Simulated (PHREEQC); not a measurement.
Make-up at 64 °C: 11 mmol/kgw HF, 3.7 mmol/kgw NaF and 0.11 mmol/kgw H3PO4. Closed to the air; pH follows from the charge balance.

All values are PHREEQC results (ion-association model, phreeqc.dat), not measurements.

No solid was allowed to form.

Task: Order these F species by the share of F that they hold, largest first: HF, F-, HF2-.

Result: HF (68 %), F- (29 %), HF2- (2.6 %)

The pH is 3.10 and the ionic strength 0.00455 mol/kgw. Complexes and solids missing from the database can't appear. Constants without temperature data keep their 25 °C values here.
